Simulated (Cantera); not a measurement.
borazine + H2O + NH3 (boron, boron nitride and boron oxide)

Feed: 1 mol borazine, 0.28 mol H2O, a varied amount of NH3, equilibrated at 1725 K and 2.80 mbar.

Cantera equilibrium calculation (NASA polynomials, part measured and part estimated; ideal gas, pure solids and liquids). Candidate condensed phases: B, BN, B2O3, B3O3H3, H2O; 39 gas species. The feed counts by its element totals alone. The numbers say what is thermodynamically allowed, not how fast it happens.

```
n(NH3) (mol)   x H2    x N2   x HBO    x B2O2      x H      x BO    x B2O3  n BN(s)
------------  -----  ------  ------  --------  -------  --------  --------  -------
0.21          0.881  0.0596  0.0405   0.00817  0.00330   0.00294   0.00249     2.74
0.39          0.870  0.0753  0.0376   0.00714  0.00327   0.00275   0.00228     2.74
0.71          0.854  0.0978  0.0336   0.00580  0.00324   0.00248   0.00191     2.74
1.3           0.833   0.127  0.0284   0.00425  0.00320   0.00212   0.00136     2.74
2.3           0.811   0.157  0.0228   0.00281  0.00316   0.00172  0.000814     2.73
4.2           0.790   0.187  0.0168   0.00157  0.00312   0.00129  0.000370     2.73
7.7           0.774   0.210  0.0114  0.000745  0.00309  0.000887  0.000128     2.73
```
x: gas mole fraction; n: condensed amount in mol.

From 0.21 mol NH3 to 7.7 mol NH3 the condensed part is BN(s). The main B-bearing gas is HBO throughout.
